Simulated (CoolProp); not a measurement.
Vapour-liquid equilibrium of n-pentane (1) + cyclohexane (2) at 573 kPa; x and y are mole fractions of (1).

Computed with CoolProp (multi-fluid Helmholtz-energy mixture model, Thol 2019 and Zhou 2014; pair parameters Bell 2016).

**Question.** Give the bubble temperature and the first vapour's composition at x = 0.05, 0.65, 0.8. Is there an azeotrope?

**Answer.** x = 0.05: 420.3 K, y = 0.123; x = 0.65: 384.3 K, y = 0.830; x = 0.8: 378.5 K, y = 0.912. No azeotrope shows between x = 0.05 and 0.95.

Pair parameters are fitted to limited data, so mixtures are less certain than the pure fluids.
